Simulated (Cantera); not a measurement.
Charge: 1 mol SiC, 0.0023 mol H2O, 140 mol H2, 0.41 mol CO2, at 3.80 Pa.

These are equilibrium values from Cantera (NASA tables, ideal gas, pure condensed phases), not measurements of a reactor. Candidate condensed phases: C, C6H6, C7H8, C8H18, H2O, Si, SiC, SiO2; 123 gas species. Equilibrium is a limit: real reactors are often held back by kinetics, nucleation or transport. All values below are at 1525 °C.

Base state: H2 0.936, H 0.0553, CO 0.00560, Si 0.00283, C2H2 (acetylene) 7.59e-5, SiO 6.58e-5, Si2C 2.97e-5, SiH 1.93e-5 (mole fractions); condensed: SiC(s).

### Question
What changes in the equilibrium state with this change: pressure from 3.80 Pa to 10.0 mbar?

### Answer
| species | before | after |
|---|---|---|
| H2 | 0.936 | 0.991 |
| CO | 0.00560 | 0.00440 |
| H | 0.0553 | 0.00350 |
| Si | 0.00283 | 5.65e-5 |
| SiO | 6.58e-5 | 0.00143 |
| SiC2 | 1.91e-5 | 1.38e-8 |
| Si2C | 2.97e-5 | 5.94e-7 |
| C2H2 (acetylene) | 7.59e-5 | 2.90e-6 |
| SiH | 1.93e-5 | 6.45e-6 |
| SiC(s), mol | 0.565 | 0.788 |
